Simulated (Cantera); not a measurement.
Hydrocarbon pyrolysis for carbon deposition

A perfectly stirred reactor is fed with C2H6 : N2 = 1 : 120 (molar parts), at 0.000188 atm; it is held at 1725 K, and followed from long to short residence time.

Detailed kinetics in Cantera: GRI-Mech 3.0 (53 species, 325 reactions). GRI-Mech 3.0 stops at C3 and has no aromatics, soot or wall deposition, so with more carbon than oxygen in the feed, carbon stays in small species such as C2H2 where larger ones or solid carbon would form. Radical loss at walls, strong at low pressure, is not modelled.

```tsv
τ (s)	x C2H6	x HCN	x H	x CH2	x C2H	x H2
20	1.11e-5	0.000221	0.000435	6.41e-6	1.38e-6	0.0147
6.1	3.47e-5	0.000132	0.000512	1.09e-5	1.64e-6	0.0139
1.8	0.000110	7.57e-5	0.000610	1.76e-5	1.94e-6	0.0124
0.55	0.000331	4.13e-5	0.000701	2.57e-5	2.10e-6	0.0100
0.17	0.000967	1.95e-5	0.000725	3.25e-5	1.76e-6	0.00669
0.050	0.00273	5.68e-6	0.000559	2.99e-5	6.49e-7	0.00284
0.015	0.00559	4.40e-7	0.000211	1.25e-5	1.45e-8	0.000487
0.0045	0.00737	7.88e-10	1.88e-5	1.06e-6	1.21e-12	1.55e-5
```
x: mole fraction; the columns are a selection and need not sum to one.
